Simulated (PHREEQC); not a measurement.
PHREEQC input (Pitzer model, pitzer.dat):

```
SOLUTION 1
  temp 25
  units mol/kgw
  pH 7 charge
  C(4) 0.1455
  K 0.613
  Cl 0.27
  S(6) 0.096
END
USE solution 1
INCREMENTAL_REACTIONS false
REACTION 1
  H2O -1
  0 9.886 18.011 24.689 30.178 34.689 38.397 41.444
  43.949 46.007 47.699 49.089 50.232 51.172 51.944 52.578
  53.1 53.528 53.88 54.17 54.408 54.603 54.764 54.896
  55.005 55.094 55.168 55.228 moles
EQUILIBRIUM_PHASES 1
  Arcanite 0 0
  Kalicinite 0 0
  Misenite 0 0
  Sylvite 0 0
SELECTED_OUTPUT 1
  -reset false
  -pH true
  -pe true
  -ionic_strength true
  -water true
  -activities H2O
  -totals C Cl K S
  -molalities H+ K+ Cl- CO3-2 SO4-2 OH- HCO3- CO2 HSO4-
  -equilibrium_phases Arcanite Kalicinite Misenite Sylvite
PRINT
  -reset false
END
```

Selected output (columns that matter, 23 of 28 rows; water left (kg) added in front):

```
water left (kg)	pH	mu	C	Cl	K	S	m_H+	m_K+	m_Cl-	m_CO3-2	la_H2O	Arcanite	Kalicinite	Sylvite
1	8.3979	0.71521	0.1455	0.27	0.613	0.096	6.6423e-09	0.613	0.27	0.0062096	-0.0074385	0	0	0
0.821894	8.3712	0.87022	0.17703	0.32851	0.74584	0.1168	7.1669e-09	0.74584	0.32851	0.0075781	-0.0090015	0	0	0
0.675514	8.3442	1.0588	0.21539	0.3997	0.90746	0.14211	7.6949e-09	0.90746	0.3997	0.0092459	-0.010899	0	0	0
0.456314	8.2902	1.5675	0.31886	0.5917	1.3434	0.21038	8.6286e-09	1.3434	0.5917	0.013745	-0.016019	0	0	0
0.375044	8.2643	1.9072	0.38795	0.71992	1.6345	0.25597	8.9206e-09	1.6345	0.71992	0.016738	-0.019459	0	0	0
0.308241	8.2402	2.3102	0.47203	0.87594	1.9818	0.308	8.983e-09	1.9818	0.87594	0.020361	-0.023633	0.0010616	0	0
0.253347	8.2155	2.5032	0.57431	1.0657	2.2061	0.27218	8.9404e-09	2.2061	1.0657	0.0249	-0.027283	0.027045	0	0
0.171141	8.1624	3.1131	0.85018	1.5776	2.8706	0.20531	8.7542e-09	2.8706	1.5776	0.03718	-0.037817	0.060863	0	0
0.140658	8.1379	3.5644	1.0344	1.9196	3.3438	0.17535	8.5196e-09	3.3438	1.9196	0.045313	-0.045241	0.071336	0	0
0.115615	8.1186	4.1405	1.2585	2.3353	3.9374	0.14802	8.112e-09	3.9374	2.3353	0.055022	-0.054545	0.078887	0	0
0.0950222	8.1093	4.8671	1.5312	2.8414	4.6773	0.12337	7.4714e-09	4.6773	2.8414	0.066458	-0.066134	0.084277	0	0
0.0641723	8.2101	6.2249	1.823	3.9605	6.0445	0.087647	4.75e-09	6.0445	3.9605	0.092782	-0.088353	0.090375	0.028516	0.015843
0.0527476	8.2891	6.2589	1.8378	3.9462	6.0619	0.086852	4.0141e-09	6.0619	3.9462	0.11015	-0.088489	0.091419	0.048562	0.061848
0.0433414	8.3723	6.3011	1.8565	3.9283	6.0835	0.085863	3.3697e-09	6.0835	3.9283	0.13173	-0.088665	0.092279	0.065036	0.09974
0.0356293	8.459	6.3529	1.8799	3.9064	6.1099	0.084652	2.8173e-09	6.1099	3.9064	0.1583	-0.088888	0.092984	0.07852	0.13082
0.0292868	8.5489	6.4166	1.9089	3.8793	6.1424	0.08318	2.3485e-09	6.1424	3.8793	0.19097	-0.08917	0.093564	0.089594	0.15639
0.0197734	8.7383	6.5907	1.9887	3.8058	6.2312	0.079278	1.6238e-09	6.2312	3.8058	0.28016	-0.08998	0.094432	0.10618	0.19475
0.01626	8.8376	6.7075	2.0421	3.757	6.2909	0.07677	1.3503e-09	6.2909	3.757	0.33983	-0.090551	0.094752	0.11229	0.20891
0.0133593	8.9412	6.851	2.1076	3.6974	6.3643	0.073807	1.1222e-09	6.3643	3.6974	0.41292	-0.091279	0.095014	0.11734	0.22061
0.0109811	9.0488	7.0263	2.187	3.6255	6.4541	0.070363	9.3321e-10	6.4541	3.6255	0.50179	-0.092208	0.095227	0.12148	0.23019
0.00741378	9.2815	7.5045	2.4008	3.4339	6.7003	0.061844	6.446e-10	6.7003	3.4339	0.74237	-0.094959	0.095542	0.1277	0.24454
0.00608057	9.4098	7.8308	2.5441	3.3072	6.8692	0.05669	5.3373e-10	6.8692	3.3072	0.90488	-0.097014	0.095655	0.13003	0.24989
0.00499959	9.5458	8.2267	2.7154	3.1578	7.0753	0.051058	4.414e-10	7.0753	3.1578	1.1003	-0.099699	0.095745	0.13192	0.25421
```
